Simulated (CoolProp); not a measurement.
Vapour-liquid equilibrium of cyclohexane (1) + p-xylene (2) at 251 kPa; x and y are mole fractions of (1).

Model: multi-fluid Helmholtz-energy mixture model, Zhou 2014 and Zhou 2012; pair parameters Bell 2016, in CoolProp.

| x | bubble temperature, mixture model (K) | bubble temperature, Raoult's law (K) | y, mixture model | y, Raoult's law |
|---|---|---|---|---|
| 0.05 | 442.2 | 443.3 | 0.172 | 0.162 |
| 0.125 | 433.3 | 435.7 | 0.367 | 0.352 |
| 0.2 | 426.0 | 429.0 | 0.507 | 0.495 |
| 0.275 | 419.8 | 423.1 | 0.610 | 0.605 |
| 0.35 | 414.5 | 417.7 | 0.689 | 0.691 |
| 0.425 | 410.0 | 412.9 | 0.750 | 0.759 |
| 0.5 | 406.1 | 408.6 | 0.799 | 0.813 |
| 0.575 | 402.6 | 404.6 | 0.841 | 0.858 |
| 0.65 | 399.4 | 401.0 | 0.876 | 0.894 |
| 0.725 | 396.5 | 397.6 | 0.907 | 0.924 |
| 0.8 | 393.9 | 394.6 | 0.934 | 0.950 |
| 0.875 | 391.3 | 391.7 | 0.960 | 0.971 |
| 0.95 | 388.9 | 389.1 | 0.984 | 0.989 |

The largest gap from Raoult's law is -3.3 K in bubble temperature, at x = 0.275. No azeotrope shows between x = 0.05 and 0.95.

Pair parameters are fitted to limited data, so mixtures are less certain than the pure fluids.
